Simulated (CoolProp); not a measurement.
Saturation properties of R245ca.

The numbers come from the reference Helmholtz-energy equation of state, Zhou 2016 in CoolProp.

```
T (K)  p (bar)  liquid density (kg/m³)  vapour density (kg/m³)  enthalpy of vaporisation (kJ/kg)  liquid cp (kJ/(kg K))  surface tension (mN/m)
-----  -------  ----------------------  ----------------------  --------------------------------  ---------------------  ----------------------
219.6  0.01144                    1572                 0.08405                             248.8                  1.317                    26.5
239.7  0.05123                    1526                  0.3460                             237.0                  1.320                    24.0
259.8   0.1723                    1480                   1.080                             225.7                  1.333                    21.3
279.9   0.4675                    1432                   2.753                             214.6                  1.354                    18.7
300      1.077                    1383                   6.031                                 …                  1.382                    16.1
320.1    2.187                    1330                   11.81                             191.5                  1.416                    13.5
340.2    4.023                    1275                   21.27                             178.8                  1.458                    10.9
360.3    6.848                    1214                   36.07                             164.7                  1.512                    8.42
380.4    10.96                    1146                   58.80                             148.5                  1.587                       …
400.5    16.70                    1065                   94.17                                 …                  1.709                    3.86
420.6    24.50                   960.0                   153.7                             103.0                  1.987                       …
```

Problem. Fill in the missing entries.

Solution. 
- 300, enthalpy of vaporisation (kJ/kg): 203.3
- 380.4, surface tension (mN/m): 6.06
- 400.5, enthalpy of vaporisation (kJ/kg): 129.0
- 420.6, surface tension (mN/m): 1.90

It boils at 298.4 K under 1 atm.

Surface tension comes from a separate correlation (Mulero 2012).
